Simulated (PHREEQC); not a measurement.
Acid mine or pickling water

Model water analysis in mg/kgw, 20 °C, pH 2.85, pe 8.8:

```
constituent              mg/kgw
-----------------------  ------
Na                         98.1
K                          2.57
Ca                          393
Mg                         26.7
Cl                           53
S(6) as SO4                1260
O(0) (dissolved oxygen)   0.232
```

Valence states are taken as typed.

All values are PHREEQC results (ion-association model, wateq4f.dat), not measurements.

Each row changes one thing in this solution. Precipitation was switched off in this run.

| case | ionic strength (mol/kgw) | SO4-2 (mol/kgw) | Ca+2 (mol/kgw) | CaSO4 (mol/kgw) | Mg+2 (mol/kgw) | HSO4- (mol/kgw) | SI of Gypsum (CaSO4:2H2O) | SI of Halite (NaCl) |
|---|---|---|---|---|---|---|---|---|
| as made | 0.0371 | 0.00899 | 0.00680 | 0.00298 | 0.000741 | 0.000666 | -0.22 | -6.93 |
| all concentrations times 2 at the same typed pH | 0.0681 | 0.0167 | 0.0123 | 0.00719 | 0.00133 | 0.00109 | +0.16 | -6.37 |
| Ca from 393 to 196 mg/kgw | 0.0321 | 0.0101 | 0.00318 | 0.00169 | 0.000693 | 0.000771 | -0.47 | -6.92 |
| K from 2.57 to 1.28 mg/kgw | 0.0371 | 0.00899 | 0.00680 | 0.00298 | 0.000741 | 0.000666 | -0.22 | -6.93 |

Species that the database lacks are ignored. Some of these states are supersaturated (in Gypsum, for instance).
